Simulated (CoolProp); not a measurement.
Vapour-liquid equilibrium of propylene (1) + n-hexane (2) at 13.65 °C; x and y are mole fractions of (1).

Values from CoolProp's multi-fluid Helmholtz-energy mixture model, Lemmon 2013 and Thol 2019; pair parameters Bell 2016.

### Question
Give the bubble pressure and the first vapour's composition at x = 0.05, 0.45, 0.95. Is there an azeotrope?

### Answer
x = 0.05: 0.07156 MPa, y = 0.834; x = 0.45: 0.3696 MPa, y = 0.975; x = 0.95: 0.8092 MPa, y = 0.999. No azeotrope shows between x = 0.05 and 0.95.

Pair parameters are fitted to limited data, so mixtures are less certain than the pure fluids. The gap from Raoult's law changes sign with composition, which may be real or a fault of the pair parameters; it wasn't checked against measurements.
